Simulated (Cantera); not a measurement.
Mixture: CH4 : C2H6 : C3H8 : O2 : N2 : CO2 = 1 : 0.26 : 0.7 : 6.54 : 24.6 : 1.1 (molar parts), at 9000 Torr, adiabatic and at constant pressure. Ignition delay is the time to a rise of 400 K.

Computed with Cantera and GRI-Mech 3.0 (53 species, 325 reactions). GRI-Mech 3.0 was tuned for natural gas; its chemistry of propane as a main component is partial and can be far from experiment. The pressure lies above the range GRI-Mech 3.0 was tuned for (to about 10 atm).

What does this change do: pressure from 9000 Torr to 750 Torr?


```
quantity                                                before       after
--------------------------------------------------  ----------  ----------
delay at 1200 K                                       0.670 ms     3.79 ms
delay at 1275 K                                       0.250 ms     1.18 ms
delay at 1350 K                                        98.2 µs    0.428 ms
delay at 1425 K                                        41.8 µs    0.183 ms
delay at 1500 K                                        19.7 µs     91.0 µs
delay at 1575 K                                        10.2 µs     51.2 µs
apparent activation energy between 1425 and 1575 K  180 kJ/mol  160 kJ/mol
```

What does this change do: constant volume in place of constant pressure?


```json
[
 {"quantity": "delay at 1200 K", "before": "0.670 ms", "after": "0.633 ms"},
 {"quantity": "delay at 1275 K", "before": "0.250 ms", "after": "0.233 ms"},
 {"quantity": "delay at 1350 K", "before": "98.2 µs", "after": "90.2 µs"},
 {"quantity": "delay at 1425 K", "before": "41.8 µs", "after": "37.8 µs"},
 {"quantity": "delay at 1500 K", "before": "19.7 µs", "after": "17.5 µs"},
 {"quantity": "delay at 1575 K", "before": "10.2 µs", "after": "8.99 µs"},
 {"quantity": "apparent activation energy between 1425 and 1575 K", "before": "180 kJ/mol", "after": "180 kJ/mol"}
]
```
